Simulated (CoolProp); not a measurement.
Vapour-liquid equilibrium of C3F8 (R218) (1) + R134a (2) at 1160 kPa; x and y are mole fractions of (1).

The numbers come from the multi-fluid Helmholtz-energy mixture model, Lemmon 2006 and Tillner-Roth 1994; pair parameters Bell 2016 in CoolProp.

```json
[
 {"x": "0.05", "bubble temperature (K)": "314.7", "y at the bubble point": "0.111", "dew temperature at overall composition x (K)": "316.6", "liquid density (mol/L)": "10.76"},
 {"x": "0.15", "bubble temperature (K)": "309.7", "y at the bubble point": "0.269", "dew temperature at overall composition x (K)": "313.4", "liquid density (mol/L)": "10.20"},
 {"x": "0.25", "bubble temperature (K)": "306.7", "y at the bubble point": "0.374", "dew temperature at overall composition x (K)": "310.3", "liquid density (mol/L)": "9.642"},
 {"x": "0.35", "bubble temperature (K)": "304.8", "y at the bubble point": "0.451", "dew temperature at overall composition x (K)": "307.3", "liquid density (mol/L)": "9.110"},
 {"x": "0.45", "bubble temperature (K)": "303.7", "y at the bubble point": "0.515", "dew temperature at overall composition x (K)": "304.8", "liquid density (mol/L)": "8.622"},
 {"x": "0.55", "bubble temperature (K)": "303.1", "y at the bubble point": "0.575", "dew temperature at overall composition x (K)": "303.3", "liquid density (mol/L)": "8.183"},
 {"x": "0.65", "bubble temperature (K)": "303.0", "y at the bubble point": "0.638", "dew temperature at overall composition x (K)": "303.1", "liquid density (mol/L)": "7.792"},
 {"x": "0.75", "bubble temperature (K)": "303.5", "y at the bubble point": "0.710", "dew temperature at overall composition x (K)": "304.0", "liquid density (mol/L)": "7.444"},
 {"x": "0.85", "bubble temperature (K)": "304.8", "y at the bubble point": "0.800", "dew temperature at overall composition x (K)": "305.8", "liquid density (mol/L)": "7.126"},
 {"x": "0.95", "bubble temperature (K)": "307.4", "y at the bubble point": "0.921", "dew temperature at overall composition x (K)": "308.1", "liquid density (mol/L)": "6.819"}
]
```

y crosses x between x = 0.55 and 0.65: the model has an azeotrope there.

Pair parameters are fitted to limited data, so mixtures are less certain than the pure fluids.
